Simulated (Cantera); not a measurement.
# Thermodynamics of calcination and drying, feed MgSO4 + C + H2O

A closed system holds: 1 mol MgSO4, 0.18 mol C, 0.48 mol H2O, at 800 K and 0.180 bar.

These are equilibrium values from Cantera (NASA tables, ideal gas, pure condensed phases), not measurements of a reactor. Candidate condensed phases: C, C6H6, C7H8, C8H18, H2O, H2SO4, Mg, MgCO3, MgO, Mg(OH)2, MgS, MgSO4, S; 130 gas species. Rates play no part.

x(H2O): 0.471
x(SO2): 0.352
x(CO2): 0.177
x(H2S): 0.000356
x(S2): 7.89e-5
x(H2): 4.72e-5
x(S2O): 2.12e-5
x(CO): 4.20e-6
x(COS): 1.04e-6
n(MgO(s)): 0.358 mol
n(MgSO4(s)): 0.642 mol
gas amount: 1.018 mol
log10 activity of S(l) (absent): -2.10
log10 activity of MgCO3(s) (absent): -2.85
log10 activity of C(graphite) (absent): -8.75
